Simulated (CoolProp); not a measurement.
Carbon monoxide along the isotherm -134.35 °C: Z from the reference equation and from simpler models built on Tc = -140.3 °C, pc = 3.498 MPa, ω = 0.050; each cubic takes its own stable root.

Values from CoolProp's reference Helmholtz-energy equation of state, Lemmon 2006. It is a short technical equation, of lower accuracy than the large ones.

```csv
p (MPa),phase,reference,van der Waals,Soave-Redlich-Kwong
0.404,gas,0.9654,0.9684,0.9647
0.807,gas,0.9292,0.9351,0.9280
1.21,gas,0.8911,0.8996,0.8894
1.61,gas,0.8509,0.8618,0.8488
2.02,gas,0.8068,0.8198,0.8045
2.42,gas,0.7600,0.7744,0.7576
2.83,gas,0.7069,0.7216,0.7048
3.23,gas,0.6480,0.6605,0.6464
3.63,supercritical,0.5778,0.5820,0.5778
4.04,supercritical,0.4840,0.4552,0.4890
4.44,supercritical,0.3653,0.3704,0.3916
4.84,supercritical,0.3107,0.3648,0.3504
5.25,supercritical,0.3046,0.3731,0.3429
```
